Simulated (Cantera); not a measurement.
## Si(CH3)4 + H2 (silicon carbide growth)

A closed system holds: 1 mol Si(CH3)4, 42 mol H2, at 4.50 mbar.

Cantera equilibrium calculation (NASA polynomials, part measured and part estimated; ideal gas, pure solids and liquids). Candidate condensed phases: C, C6H6, C7H8, C8H18, Si, SiC; 87 gas species. Gases not in the tables: Si2H6 and higher silanes. Rates play no part.

| T (K) | x H2 | x H | x Si | x C2H2 (acetylene) | n C(graphite) | n SiC(s) |
|---|---|---|---|---|---|---|
| 925 | 0.999 | 3.88e-9 | <1e-12 | 1.27e-10 | 2.95 | 1.00 |
| 1025 | 1.000 | 6.49e-8 | <1e-12 | 2.21e-9 | 2.98 | 1.00 |
| 1125 | 1.000 | 6.62e-7 | <1e-12 | 2.30e-8 | 2.99 | 1.00 |
| 1225 | 1.000 | 4.65e-6 | 1.50e-12 | 1.62e-7 | 3.00 | 1.00 |
| 1325 | 1.000 | 2.44e-5 | 7.05e-11 | 8.51e-7 | 3.00 | 1.00 |
| 1425 | 1.000 | 0.000102 | 1.92e-9 | 3.52e-6 | 3.00 | 1.00 |
| 1525 | 1.000 | 0.000353 | 3.37e-8 | 1.21e-5 | 3.00 | 1.000 |
| 1625 | 0.999 | 0.00105 | 4.14e-7 | 3.55e-5 | 3.00 | 1.000 |
| 1725 | 0.997 | 0.00276 | 3.80e-6 | 9.19e-5 | 2.99 | 1.000 |
| 1825 | 0.993 | 0.00654 | 2.72e-5 | 0.000213 | 2.98 | 0.998 |
| 1925 | 0.985 | 0.0141 | 0.000159 | 0.000451 | 2.96 | 0.991 |
| 2025 | 0.970 | 0.0283 | 0.000777 | 0.000878 | 2.95 | 0.956 |
| 2125 | 0.942 | 0.0525 | 0.00327 | 0.00158 | 3.01 | 0.806 |
x: gas mole fraction; n: condensed amount in mol.

From 925 K to 2125 K the condensed part is C(graphite) + SiC(s).
